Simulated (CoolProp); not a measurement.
Vapour-liquid equilibrium of CHF3 (R23) (1) + propylene (2) at 270 kPa; x and y are mole fractions of (1).

Values from CoolProp's multi-fluid Helmholtz-energy mixture model, Penoncello 2003 and Lemmon 2013; pair parameters Bell 2016.

```json
[
 {"x": "0.05", "bubble temperature, mixture model (°C)": "-35.0", "bubble temperature, Raoult's law (°C)": "-28.1", "y, mixture model": "0.368", "y, Raoult's law": "0.199"},
 {"x": "0.2", "bubble temperature, mixture model (°C)": "-51.6", "bubble temperature, Raoult's law (°C)": "-38.5", "y, mixture model": "0.722", "y, Raoult's law": "0.553"},
 {"x": "0.35", "bubble temperature, mixture model (°C)": "-57.4", "bubble temperature, Raoult's law (°C)": "-45.8", "y, mixture model": "0.809", "y, Raoult's law": "0.735"},
 {"x": "0.5", "bubble temperature, mixture model (°C)": "-59.7", "bubble temperature, Raoult's law (°C)": "-51.3", "y, mixture model": "0.845", "y, Raoult's law": "0.842"},
 {"x": "0.65", "bubble temperature, mixture model (°C)": "-61.0", "bubble temperature, Raoult's law (°C)": "-55.6", "y, mixture model": "0.868", "y, Raoult's law": "0.910"},
 {"x": "0.8", "bubble temperature, mixture model (°C)": "-62.0", "bubble temperature, Raoult's law (°C)": "-59.2", "y, mixture model": "0.898", "y, Raoult's law": "0.957"},
 {"x": "0.95", "bubble temperature, mixture model (°C)": "-63.0", "bubble temperature, Raoult's law (°C)": "-62.2", "y, mixture model": "0.961", "y, Raoult's law": "0.991"}
]
```

The largest gap from Raoult's law is -13.1 K in bubble temperature, at x = 0.2. No azeotrope shows between x = 0.05 and 0.95.

Pair parameters are fitted to limited data, so mixtures are less certain than the pure fluids. With so large a gap from Raoult's law the liquid may split in two, which this calculation doesn't test in full.
